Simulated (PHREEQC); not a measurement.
Make-up at 20 °C: 0.17 mol/kgw ZnCl2, 5.5e-05 mol/kgw KCl and 0.048 mol/kgw MnSO4. Closed to the air; pH follows from the charge balance.

All values are PHREEQC results (ion-association model, phreeqc.dat), not measurements.

No solid was allowed to form.

Problem. Order these Zn species by the share of Zn that they hold, largest first: Zn+2, ZnSO4, Zn(SO4)2-2, ZnCl2, ZnCl+.

Solution. Zn+2 (74 %), ZnSO4 (12 %), ZnCl+ (10 %), Zn(SO4)2-2 (1.4 %), ZnCl2 (1.2 %)

The pH is 4.99 and the ionic strength 0.528 mol/kgw.
